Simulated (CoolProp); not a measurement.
Saturation properties of C2F6 (R116).

Computed with CoolProp (reference Helmholtz-energy equation of state, Lemmon 2006). It is a short technical equation, of lower accuracy than the large ones.

| T (K) | p (bar) | liquid cp (kJ/(kg K)) | surface tension (mN/m) | liquid conductivity (mW/(m K)) |
|---|---|---|---|---|
| 195.1 | 1.016 | 0.9419 | 11.0 | 76.1 |
| 204 | 1.599 | 0.9653 | 9.84 | 72.5 |
| 212.8 | 2.402 | 0.9910 | 8.67 | 69.1 |
| 221.7 | 3.494 | 1.020 | 7.51 | 65.5 |
| 230.5 | 4.905 | 1.054 | 6.39 | 62.1 |
| 239.4 | 6.726 | 1.095 | 5.29 | 58.5 |
| 248.3 | 9.008 | 1.146 | 4.23 | 55.0 |
| 257.1 | 11.78 | 1.213 | 3.22 | 51.3 |
| 266 | 15.20 | 1.314 | 2.26 | 47.5 |
| 274.8 | 19.26 | 1.491 | 1.38 | 43.6 |

It boils at 195.1 K under 1 atm.

Thermal conductivity comes from a separate model (Huber 2003), an estimate that may be off by 10 % or more. Surface tension comes from a separate correlation (Mulero 2012).
